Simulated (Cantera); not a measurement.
A closed system holds: 1 mol CuF2, 1.6 mol H2O, 0.73 mol H2, at 1.00 Torr.

Cantera equilibrium calculation (NASA polynomials, part measured and part estimated; ideal gas, pure solids and liquids). Candidate condensed phases: Cu, CuF2, CuO, Cu(OH)2, Cu2O, H2O; 27 gas species. Mutual solubility and eutectic melting of coexisting phases are not modelled. Kinetics and transport are ignored.

x: gas mole fraction; n: condensed amount in mol.

```
T (K)   x HF  x H2O  x CuF      x O2  n Cu(s)  n Cu2O(s)  n Cu(l)
-----  -----  -----  -----  --------  -------  ---------  -------
1048   0.601  0.399      …   4.98e-7    0.460      0.270        0
1073   0.601  0.399      …   1.22e-6    0.460      0.270        0
1098   0.601  0.399      …   2.86e-6    0.460      0.270        0
1123   0.600  0.399      …   6.46e-6    0.460      0.270        0
1148   0.600  0.399      …   1.41e-5    0.460      0.270        0
1173   0.600  0.399      …   2.96e-5    0.460      0.269        0
1198   0.600  0.399      …   6.03e-5    0.461      0.269        0
1223   0.600  0.399      …  0.000119    0.461      0.268        0
1248   0.599  0.400      …  0.000230    0.463      0.267        0
1273   0.599  0.400      …  0.000430    0.465      0.265        0
1298   0.598  0.400      …  0.000787    0.470      0.262        0
1323   0.596  0.399      …   0.00140    0.478      0.256        0
1348   0.594  0.399      …   0.00245    0.492      0.248        0
1373   0.591  0.399      …   0.00441        0      0.232    0.517
```

Task: Complete the blanks.

Result: 
- 1048, x CuF: 1.53e-5
- 1073, x CuF: 2.73e-5
- 1098, x CuF: 4.73e-5
- 1123, x CuF: 7.98e-5
- 1148, x CuF: 0.000132
- 1173, x CuF: 0.000212
- 1198, x CuF: 0.000335
- 1223, x CuF: 0.000519
- 1248, x CuF: 0.000789
- 1273, x CuF: 0.00118
- 1298, x CuF: 0.00173
- 1323, x CuF: 0.00251
- 1348, x CuF: 0.00357
- 1373, x CuF: 0.00500
